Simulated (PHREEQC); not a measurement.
1 kg of water holding 0.0046 mol NaOH, 0.29 mol Na2CO3 and 0.51 mol Na2SO4 is evaporated at 20 °C; the solids stay in contact with the brine. No CO2 enters from the air. The run lets Burkeite, Mirabilite, Nahcolite, Natron, Thenardite, Trona precipitate or redissolve, and no other solid.

The series has 20 steps of water left (kg), from 1 to 0.006101.

All values are PHREEQC results (Pitzer model, pitzer.dat), not measurements.

**Question.** Which solids form, in which order, and at which step of the series does each first stand?

**Answer.** Mirabilite from water left = 0.3601 kg (pH 12.18); Natron from water left = 0.09598 kg (pH 12.96); Burkeite from water left = 0.006101 kg (pH 14.24).

Complexes and solids missing from the database can't appear.
